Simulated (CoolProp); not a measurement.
Vapour pressure (kPa) of R143a: the reference equation beside estimates from Tc = 345.9 K, pc = 3762 kPa, ω = 0.261.

Model: reference Helmholtz-energy equation of state, Lemmon and Jacobsen 2000, in CoolProp.

```json
[
 {"T (K)": "206.6", "reference": "36.72", "Lee-Kesler": "?", "Redlich-Kwong": "73.53"},
 {"T (K)": "213.2", "reference": "53.21", "Lee-Kesler": "?", "Redlich-Kwong": "101.7"},
 {"T (K)": "219.8", "reference": "?", "Lee-Kesler": "73.71", "Redlich-Kwong": "137.5"},
 {"T (K)": "226.5", "reference": "?", "Lee-Kesler": "102.9", "Redlich-Kwong": "182.6"},
 {"T (K)": "233.1", "reference": "140.8", "Lee-Kesler": "139.9", "Redlich-Kwong": "?"},
 {"T (K)": "239.7", "reference": "186.7", "Lee-Kesler": "186.4", "Redlich-Kwong": "302.2"},
 {"T (K)": "246.3", "reference": "?", "Lee-Kesler": "244.0", "Redlich-Kwong": "379.7"},
 {"T (K)": "252.9", "reference": "?", "Lee-Kesler": "314.2", "Redlich-Kwong": "470.4"},
 {"T (K)": "259.5", "reference": "395.6", "Lee-Kesler": "398.7", "Redlich-Kwong": "575.6"},
 {"T (K)": "266.1", "reference": "494.5", "Lee-Kesler": "499.0", "Redlich-Kwong": "696.3"},
 {"T (K)": "272.7", "reference": "611.0", "Lee-Kesler": "617.0", "Redlich-Kwong": "833.7"},
 {"T (K)": "279.3", "reference": "?", "Lee-Kesler": "754.5", "Redlich-Kwong": "988.8"}
]
```

Task: What belongs in the gaps?

Result: 
- 206.6, Lee-Kesler: 35.41
- 213.2, Lee-Kesler: 51.78
- 219.8, reference: 75.15
- 226.5, reference: 104.2
- 233.1, Redlich-Kwong: 236.9
- 246.3, reference: 243.4
- 252.9, reference: 312.5
- 279.3, reference: 747.1

Absolute difference from the reference over all 12 rows, mean and median: Lee-Kesler 1.2 and 0.9 %, Redlich-Kwong 61.8 and 58.9 %.
